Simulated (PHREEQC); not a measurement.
Metal-bearing waste water: an equilibrium model

A solution holds 0.026 mol/kgw MnSO4, 0.016 mol/kgw NaHCO3 and 0.00014 mol/kgw Na2SO4, at 20 °C. Closed to the air; pH follows from the charge balance.

Equilibrium calculation in PHREEQC: ion-association model, wateq4f.dat.

| Property | Result |
|---|---|
| pH | 7.05 |
| ionic strength | 0.0786 mol/kgw |
| total alkalinity | 16.0 meq/kg |

| species | molality | activity | log γ |
|---|---|---|---|
| SO4-2 | 0.0187 | 0.00759 | -0.392 |
| Na+ | 0.0157 | 0.0125 | -0.098 |
| Mn+2 | 0.0133 | 0.00571 | -0.366 |
| HCO3- | 0.00861 | 0.00692 | -0.095 |
| MnSO4 | 0.00687 | 0.00700 | 0.008 |
| MnHCO3+ | 0.00441 | 0.00353 | -0.097 |
| CO2 | 0.00146 | 0.00149 | 0.008 |
| MnCO3 | 0.00145 | 0.00148 | 0.008 |
| NaSO4- | 0.000572 | 0.000460 | -0.095 |
| NaHCO3 | 4.78e-5 | 4.87e-5 | 0.008 |
| CO3-2 | 7.81e-6 | 3.26e-6 | -0.379 |
| MnOH+ | 1.36e-6 | 1.08e-6 | -0.097 |
| NaCO3- | 7.31e-7 | 5.88e-7 | -0.095 |
| H+ | 1.07e-7 | 8.93e-8 | -0.078 |
| OH- | 9.72e-8 | 7.59e-8 | -0.107 |
| HSO4- | 7.46e-8 | 5.92e-8 | -0.100 |

Precipitation was switched off in this run. Saturation is exceeded, for instance for Rhodochrosite; the values hold only as long as no solid forms. Complexes and solids missing from the database can't appear.
